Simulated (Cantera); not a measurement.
A closed system holds: 1 mol SiC, 0.018 mol C, 4 mol N2, at 5.30 mbar.

Method: chemical equilibrium by Gibbs-energy minimisation in Cantera with the NASA 1993 tables (ideal gas, pure condensed phases). Candidate condensed phases: C, Si, SiC, Si3N4; 20 gas species. Equilibrium is a limit: real reactors are often held back by kinetics, nucleation or transport.

**Question.** Which condensed phases are stable at each of these points (T (°C)): 1602, 1702, 1802, 1902, 2002, 2102, 2202, 2302, 2402?

**Answer.** 
```
T (°C)      condensed phases  Si condensed (%)
------  --------------------  ----------------
1602    C(graphite) + SiC(s)             100.0
1702    C(graphite) + SiC(s)              99.9
1802    C(graphite) + SiC(s)              99.4
1902    C(graphite) + SiC(s)              97.4
2002    C(graphite) + SiC(s)              90.0
2102    C(graphite) + SiC(s)              64.4
2202             C(graphite)               0.0
2302             C(graphite)               0.0
2402             C(graphite)               0.0
```

From 1602 °C to 2102 °C the condensed part is C(graphite) + SiC(s). From 2202 °C to 2402 °C the condensed part is C(graphite).
